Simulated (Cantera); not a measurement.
Input: 1 mol SiCl4, 8 mol NH3, held at 1198 K and 443 Torr.

Cantera equilibrium calculation (NASA polynomials, part measured and part estimated; ideal gas, pure solids and liquids). Candidate condensed phases: NH4Cl, Si, Si3N4; 28 gas species. The tables' values for SiCl3 are old estimates; treat these amounts as uncertain. Rates play no part.

Task: What is the equilibrium state?

Result: 
- x(H2) = 0.583
- x(HCl) = 0.220
- x(N2) = 0.194
- x(SiCl4) = 0.00268
- x(SiHCl3) = 0.000192
- x(SiCl3) = 4.73e-5
- x(NH3) = 2.23e-5
- x(SiCl2) = 7.38e-6
- x(SiH2Cl2) = 1.79e-6
- n(Si3N4(s)) = 0.316 mol
- gas amount = 17.32 mol
- log10 activity of Si(s) (absent) = -4.42
